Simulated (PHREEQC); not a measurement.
A made-up water analysis in mg/L, 20 °C, pH 5.89, pe 12.3: Na 0.0407; K 0.0465; Ca 0.123; Mg 0.0103; Cl 0.0469; S(6) as SO4 0.251; Alkalinity as HCO3 0.189; Cu(2) 0.0182; Br 0.00101; O(0) (dissolved oxygen) 0.00178; Zn 0.000126.

Valence states are taken as typed.

Model: ion-association model, phreeqc.dat, run in PHREEQC.

No solid was allowed to form.

Question: What charge-balance error does the model give?

Answer: charge-balance error 3.8 %.

Question: In which forms is C present?

Answer: CO2 76 %, HCO3- 24 % of the C.
